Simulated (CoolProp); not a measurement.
A single-stage vapour-compression cycle with dimethyl ether: evaporating at 283.15 K (dew point), condensing at 320.15 K (bubble point), superheat 10 K, subcooling 8 K, compressor efficiency 0.7, no pressure losses. Each further row changes one setting.

The numbers come from the reference Helmholtz-energy equation of state, Wu 2011 in CoolProp.

```
case                              cooling COP  pressure ratio  discharge temperature (K)  refrigerating effect (kJ/kg)  volumetric capacity (kJ/m³)
--------------------------------  -----------  --------------  -------------------------  ----------------------------  ---------------------------
as stated                                4.81            2.85                      351.2                           367                         2800
evaporating temperature 288.15 K          [?]            2.43                      347.8                           372                         3310
condensing temperature 315.15 K          5.68            2.51                      344.0                           379                         2900
subcooling 13 K                          4.98            2.85                      351.2                           379                         2900
superheat 20 K                           4.80            2.85                        [?]                           383                         2800
compressor efficiency 0.6                 [?]            2.85                      358.2                           367                         2800
```

**Question.** What belongs in the gaps?

**Answer.** 
- evaporating temperature 288.15 K, cooling COP: 5.76
- superheat 20 K, discharge temperature (K): 361.9
- compressor efficiency 0.6, cooling COP: 4.13
